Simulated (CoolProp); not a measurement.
Vapour pressure (bar) of n-hexane: the reference equation beside estimates from Tc = 234.7 °C, pc = 30.44 bar, ω = 0.300. Clausius-Clapeyron is anchored at 19.85 °C with a constant enthalpy of vaporisation of 31.85 kJ/mol.

Model: reference Helmholtz-energy equation of state, Thol 2019, in CoolProp.

| T (°C) | reference | Lee-Kesler | Clausius-Clapeyron |
|---|---|---|---|
| 12.75 | 0.1153 | 0.1109 | 0.1160 |
| 19.85 | 0.1605 | 0.1551 | 0.1605 |
| 26.95 | 0.2193 | 0.2130 | 0.2187 |
| 34.05 | 0.2946 | 0.2875 | 0.2937 |
| 41.15 | 0.3895 | 0.3819 | 0.3893 |
| 48.25 | 0.5076 | 0.4998 | 0.5096 |
| 55.35 | 0.6526 | 0.6451 | 0.6594 |
| 62.45 | 0.8287 | 0.8220 | 0.8439 |

Absolute difference from the reference over all 8 rows, mean and median: Lee-Kesler 2.2 and 2.2 %, Clausius-Clapeyron 0.6 and 0.3 %.
